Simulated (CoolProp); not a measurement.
A single-stage vapour-compression cycle with R123: evaporating at 272.15 K (dew point), condensing at 302.15 K (bubble point), superheat 10 K, subcooling 5 K, compressor efficiency 0.7, no pressure losses. Each further row changes one setting.

Model: reference Helmholtz-energy equation of state, Younglove 1994, in CoolProp. It is a modified Benedict-Webb-Rubin equation, recast in Helmholtz form.

```json
[
 {"case": "as stated", "cooling COP": "5.94", "pressure ratio": "3.39", "discharge temperature (K)": "324.5", "refrigerating effect (kJ/kg)": "163", "volumetric capacity (kJ/m³)": "337"},
 {"case": "evaporating temperature 277.15 K", "cooling COP": "?", "pressure ratio": "2.71", "discharge temperature (K)": "?", "refrigerating effect (kJ/kg)": "?", "volumetric capacity (kJ/m³)": "424"},
 {"case": "condensing temperature 297.15 K", "cooling COP": "?", "pressure ratio": "2.82", "discharge temperature (K)": "?", "refrigerating effect (kJ/kg)": "168", "volumetric capacity (kJ/m³)": "348"},
 {"case": "subcooling 10 K", "cooling COP": "?", "pressure ratio": "3.39", "discharge temperature (K)": "324.5", "refrigerating effect (kJ/kg)": "168", "volumetric capacity (kJ/m³)": "348"},
 {"case": "superheat 20 K", "cooling COP": "5.96", "pressure ratio": "3.39", "discharge temperature (K)": "335.1", "refrigerating effect (kJ/kg)": "?", "volumetric capacity (kJ/m³)": "338"},
 {"case": "compressor efficiency 0.6", "cooling COP": "5.10", "pressure ratio": "3.39", "discharge temperature (K)": "330.8", "refrigerating effect (kJ/kg)": "163", "volumetric capacity (kJ/m³)": "337"}
]
```

Task: What belongs in the gaps?

Result: 
- evaporating temperature 277.15 K, cooling COP: 7.39
- evaporating temperature 277.15 K, discharge temperature (K): 321.9
- evaporating temperature 277.15 K, refrigerating effect (kJ/kg): 166
- condensing temperature 297.15 K, cooling COP: 7.26
- condensing temperature 297.15 K, discharge temperature (K): 318.0
- subcooling 10 K, cooling COP: 6.13
- superheat 20 K, refrigerating effect (kJ/kg): 170
